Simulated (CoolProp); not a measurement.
A closed Brayton cycle with carbon dioxide: compressor inlet 326.15 K and 8.2 MPa, high pressure 16.8 MPa, turbine inlet 735 K, compressor efficiency 0.89, turbine efficiency 0.9, recuperator effectiveness 0.95 (on enthalpy, no pinch check). Each further row changes one setting.

The numbers come from the reference Helmholtz-energy equation of state, Span 1996 in CoolProp.

```json
[
 {"case": "as stated", "thermal efficiency (%)": "___", "net work (kJ/kg)": "50.4", "compressor to turbine work": "0.40", "compressor exit (K)": "385.6", "turbine exit (K)": "654.4"},
 {"case": "turbine inlet 685 K", "thermal efficiency (%)": "28.9", "net work (kJ/kg)": "___", "compressor to turbine work": "0.44", "compressor exit (K)": "385.6", "turbine exit (K)": "607.4"},
 {"case": "compressor inlet 336.15 K", "thermal efficiency (%)": "___", "net work (kJ/kg)": "46.2", "compressor to turbine work": "___", "compressor exit (K)": "399.3", "turbine exit (K)": "654.4"},
 {"case": "high pressure 14.3 MPa", "thermal efficiency (%)": "30.2", "net work (kJ/kg)": "40.9", "compressor to turbine work": "0.38", "compressor exit (K)": "372.0", "turbine exit (K)": "___"},
 {"case": "recuperator effectiveness 0.5", "thermal efficiency (%)": "16.8", "net work (kJ/kg)": "50.4", "compressor to turbine work": "0.40", "compressor exit (K)": "385.6", "turbine exit (K)": "654.4"}
]
```

### Question
Some entries are withheld; supply them.

### Answer

- as stated, thermal efficiency (%): 31.3
- turbine inlet 685 K, net work (kJ/kg): 43.7
- compressor inlet 336.15 K, thermal efficiency (%): 30.4
- compressor inlet 336.15 K, compressor to turbine work: 0.45
- high pressure 14.3 MPa, turbine exit (K): 672.2
